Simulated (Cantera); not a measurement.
A closed system holds: 1 mol SiCl₄, 0.013 mol C₂H₂, 120 mol H₂, held at 1900 °C and 0.00450 bar.

Equilibrium computed with Cantera from the NASA thermochemical tables; the gas is ideal and each condensed phase is pure. Candidate condensed phases: C, C₆H₆, C₇H₈, C₈H₁₈, Si, SiC; 109 gas species. The tables' values for SiCl are old estimates; treat these amounts as uncertain. Gases not in the tables: Si₂H₆ and higher silanes. Rates play no part.

Base state: H₂ 0.893, H 0.0680, HCl 0.0292, Si 0.00703, Cl 0.00162, SiCl₂ 0.000211, SiH 0.000208, SiCl 0.000201 (mole fractions); condensed: gas only.

What changes in the equilibrium state with this change: temperature from 1900 °C to 1675 °C?


```tsv
species	before	after
H₂	0.893	0.948
HCl	0.0292	0.0276
H	0.0680	0.0164
Si	0.00703	0.00498
C₂H₂ (acetylene)	5.14e-5	1.11e-6
SiC₂	1.59e-5	3.50e-7
SiCl₂	0.000211	0.00198
SiC(s), mol	0	0.0121
```
